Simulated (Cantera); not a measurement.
What does this Cantera script print?

```python
import numpy as np
import cantera as ct

surf = ct.Interface("diamond.yaml", "diamond_100")
gas, bulk = surf.adjacent["gas"], surf.adjacent["diamond"]
k = surf.kinetics_species_index(bulk.species_names[0])
cover = ["c6HH", "c6H*", "c6*H", "c6**", "c6HM", "c6B"]

rows, drift = [], 0.0
print(f"{'xH':>10s}{'um/h':>11s}" + "".join(f"{s:>11s}" for s in cover))
for v in [0.0001, 0.00021, 0.00043, 0.00088, 0.0018, 0.0038, 0.0078, 0.016, 0.033]:
    T, P, xH, xCH3 = 1050, 2100, v, 1.3e-05
    gas.TPX = T, P, {"H": xH, "CH3": xCH3, "CH4": 0.029, "H2": 1 - xH - xCH3 - 0.029}
    surf.TP = bulk.TP = T, P
    surf.coverages = "c6H*:0.1, c6HH:0.9"
    surf.advance_coverages(100.0)
    before = surf.coverages
    surf.advance_coverages(100.0)
    drift = max(drift, np.max(np.abs(surf.coverages - before) / (surf.coverages + 1e-9)))
    rate = surf.net_production_rates[k] * bulk.mean_molecular_weight / bulk.density * 3.6e9
    rows.append([rate, *surf[cover].coverages])
    print(f"{v:10.4g}{rate:11.4e}" + "".join(f"{x:11.3e}" for x in rows[-1][1:]))
```

It prints:

```
        xH       um/h       c6HH       c6H*       c6*H       c6**       c6HM        c6B
    0.0001 1.0113e-02  6.086e-01  2.019e-02  3.616e-01  5.571e-03  2.623e-03  2.744e-11
   0.00021 2.1146e-02  5.803e-01  2.154e-02  3.856e-01  8.290e-03  2.823e-03  5.738e-11
   0.00043 3.9439e-02  5.656e-01  2.221e-02  3.977e-01  1.048e-02  2.728e-03  1.070e-10
   0.00088 6.6250e-02  5.581e-01  2.256e-02  4.039e-01  1.196e-02  2.326e-03  1.798e-10
    0.0018 9.8211e-02  5.547e-01  2.275e-02  4.073e-01  1.283e-02  1.723e-03  2.665e-10
    0.0038 1.2933e-01  5.531e-01  2.287e-02  4.091e-01  1.332e-02  1.088e-03  3.509e-10
    0.0078 1.5137e-01  5.525e-01  2.294e-02  4.101e-01  1.357e-02  6.237e-04  4.107e-10
     0.016 1.6506e-01  5.523e-01  2.300e-02  4.105e-01  1.370e-02  3.325e-04  4.479e-10
     0.033 1.7276e-01  5.522e-01  2.310e-02  4.107e-01  1.377e-02  1.690e-04  4.688e-10
```

Detailed kinetics in Cantera: the Harris–Goodwin 1993 mechanism for the reconstructed diamond (100) surface.
